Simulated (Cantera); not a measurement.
What does this Cantera script print?

```python
import numpy as np
import cantera as ct

gas = ct.Solution("gri30.yaml")
gas.TPX = 1675, 101325, {'CH4': 1, 'O2': 3.45, 'N2': 13}
reactor = ct.IdealGasReactor(gas, energy="on", clone=False)
net = ct.ReactorNet([reactor])
net.rtol, net.atol = 1e-08, 1e-16
show = ['CH4', 'O2', 'CO2', 'NO2', 'OH']
times = np.geomspace(2e-06, 1, 10)

steps = ct.SolutionArray(gas, extra=["t"])
rows = []
print(f"{'t/s':>10s}{'T/K':>9s}{'P/Pa':>11s}" + "".join(f"{s:>11s}" for s in show))
for t in times:
    while net.time < t:
        t_next = net.step()
        steps.append(gas.state, t=t_next)
    rows.append([np.interp(t, steps.t, y) for y in (steps.T, steps.P, *steps(*show).X.T)])
    print(f"{t:10.3e}{rows[-1][0]:9.1f}{rows[-1][1]:11.4g}" + "".join(f"{x:11.3e}" for x in rows[-1][2:]))
rate = np.gradient(steps.T, steps.t)
print("integrator steps:", len(steps.t))
if steps.T.max() > steps.T[0] + 200:
    print(f"time of steepest temperature rise: {steps.t[rate.argmax()]:.4e} s")
gas.TPX = 1675, 101325, {'CH4': 1, 'O2': 3.45, 'N2': 13}
gas.equilibrate("UV")
print(f"equilibrium (UV): T = {gas.T:.1f} K  " + "  ".join(f"{s} {gas[s].X[0]:.3e}" for s in show))
```

Output:

```
       t/s      T/K       P/Pa        CH4         O2        CO2        NO2         OH
 2.000e-06   1675.0  1.013e+05  5.730e-02  1.977e-01  8.858e-12  1.032e-19  1.540e-07
 8.595e-06   1674.9  1.013e+05  5.729e-02  1.977e-01  4.403e-10  1.568e-17  2.601e-07
 3.694e-05   1674.8  1.013e+05  5.721e-02  1.977e-01  3.314e-08  2.095e-15  8.940e-07
 1.587e-04   1684.9   1.02e+05  5.422e-02  1.958e-01  2.269e-05  1.165e-12  2.288e-05
 6.822e-04   2752.9  1.703e+05  4.618e-17  7.913e-02  4.177e-02  2.975e-06  1.994e-02
 2.932e-03   2737.7  1.692e+05  4.421e-17  7.384e-02  4.217e-02  9.257e-06  1.892e-02
 1.260e-02   2735.0   1.69e+05  4.386e-17  7.293e-02  4.223e-02  1.030e-05  1.875e-02
 5.415e-02   2735.0   1.69e+05  4.386e-17  7.293e-02  4.223e-02  1.030e-05  1.875e-02
 2.327e-01   2735.0   1.69e+05  4.386e-17  7.293e-02  4.223e-02  1.030e-05  1.875e-02
 1.000e+00   2735.0   1.69e+05  4.386e-17  7.293e-02  4.223e-02  1.030e-05  1.875e-02
integrator steps: 1750
time of steepest temperature rise: 2.2876e-04 s
equilibrium (UV): T = 2735.0 K  CH4 6.241e-17  O2 7.293e-02  CO2 4.223e-02  NO2 1.030e-05  OH 1.875e-02
```

Detailed kinetics in Cantera: GRI-Mech 3.0 (53 species, 325 reactions).
